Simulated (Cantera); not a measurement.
A closed system holds: 1 mol (CH3)2SiCl2, 0.028 mol C2H4, 260 mol H2, held at 1902 °C and 13.3 mbar.

Equilibrium computed with Cantera from the NASA thermochemical tables; the gas is ideal and each condensed phase is pure. Candidate condensed phases: C, C6H6, C7H8, C8H18, Si, SiC; 109 gas species. The feed counts by its element totals alone. The tables' values for SiCl are old estimates; treat these amounts as uncertain. Gases not in the tables: Si2H6 and higher silanes. Equilibrium is a limit: real reactors are often held back by kinetics, nucleation or transport.

Base state: H2 0.947, H 0.0411, HCl 0.00713, Si 0.00215, C2H2 (acetylene) 0.00211, Cl 0.000226, SiC2 0.000188, Si2C 0.000116 (mole fractions); condensed: C(graphite) + SiC(s).

Q: What changes in the equilibrium state with this change: (CH3)2SiCl2 replaced by SiH4?

A: 
| species | before | after |
|---|---|---|
| H2 | 0.947 | 0.955 |
| H | 0.0411 | 0.0413 |
| Si | 0.00215 | 0.00338 |
| HCl | 0.00713 | 0 |
| C2H2 (acetylene) | 0.00211 | 6.85e-5 |
| Cl | 0.000226 | 0 |
| SiCl | 2.49e-5 | 0 |
| SiCl2 | 1.05e-5 | 0 |
| SiC2 | 0.000188 | 9.47e-6 |
| Si2C | 0.000116 | 5.12e-5 |
| C(graphite), mol | 0.518 | 0 |
| SiC(s), mol | 0.257 | 0 |
